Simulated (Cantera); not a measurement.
A perfectly stirred reactor is fed with C₂H₆ : N₂ = 1 : 2.4 (molar parts), at 0.128 Torr; it is held at 1725 K, and followed from long to short residence time.

Model: GRI-Mech 3.0 (53 species, 325 reactions), integrated in Cantera. GRI-Mech 3.0 stops at C3 and has no aromatics, soot or wall deposition, so with more carbon than oxygen in the feed, carbon stays in small species such as C2H2 where larger ones or solid carbon would form. Radical loss at walls, strong at low pressure, is not modelled.

Question: Predict: x(C₂H₆) at τ = 4.10 s; x(CH₂) at τ = 4.10 s; x(H) at τ = 4.10 s; x(H₂) at τ = 4.10 s; x(C₂H) at τ = 4.10 s; x(C₂H₆) at τ = 25.0 ms; x(CH₂) at τ = 25.0 ms; x(H) at τ = 25.0 ms; x(H₂) at τ = 25.0 ms; x(C₂H) at τ = 25.0 ms.

Answer: 
| Item | Result |
|---|---|
| x(C₂H₆) at τ = 4.10 s | 0.000594 |
| x(CH₂) at τ = 4.10 s | 2.39e-5 |
| x(H) at τ = 4.10 s | 0.00245 |
| x(H₂) at τ = 4.10 s | 0.309 |
| x(C₂H) at τ = 4.10 s | 8.18e-6 |
| x(C₂H₆) at τ = 25.0 ms | 0.0764 |
| x(CH₂) at τ = 25.0 ms | 0.000122 |
| x(H) at τ = 25.0 ms | 0.00229 |
| x(H₂) at τ = 25.0 ms | 0.0981 |
| x(C₂H) at τ = 25.0 ms | 3.90e-6 |
